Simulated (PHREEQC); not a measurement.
## Arsenic or selenium liquor

Make-up at 90 °C: 0.028 mol Na2SeO3 and 0.011 mol NaCl per kg of water. Closed to the air; pH follows from the charge balance.

Model: ion-association model, wateq4f.dat, run in PHREEQC.

pH: 9.43
ionic strength: 0.0936 mol/kgw

```tsv
species	molality	activity	log γ
Na+	0.0670	0.0509	-0.119
SeO3-2	0.0267	0.00877	-0.483
Cl-	0.0110	0.00816	-0.130
OH-	0.00136	0.00100	-0.131
HSeO3-	0.00136	0.00103	-0.121
```

This is a speciation only: nothing precipitates in the calculation. Complexes and solids missing from the database can't appear. Away from 25 °C the constants follow the database's enthalpies or fits; those with neither stay at their 25 °C values.
